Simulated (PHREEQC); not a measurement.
Solution (35 °C): 0.31 mol NH4HF2, 0.033 mol (NH4)2SiF6 and 0.23 mol HCl per kg of water. Closed to the air; pH follows from the charge balance.

Model: ion-association model, phreeqc.dat, run in PHREEQC.

Question: The ionic strength comes out as 0.426 mol/kgw. What activity coefficients do SiF6-2, HF2-, F-, H+, NH4+ get?

Answer: SiF6-2 0.22, HF2- 0.73, F- 0.64, H+ 0.77, NH4+ 0.60.

No solid was allowed to form. SiF6-2 is the database's only silicon fluoride.
